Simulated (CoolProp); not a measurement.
The numbers come from the reference Helmholtz-energy equation of state, Pan 2012 in CoolProp.

Problem. For R236FA, give the phase and the Z, cv (kJ/(kg K)), fugacity coefficient at 96.15 °C and 3.96 MPa.

Solution. 
- 96.15 °C and 3.96 MPa: liquid; Z 0.179, cv 0.972, fugacity coefficient 0.372
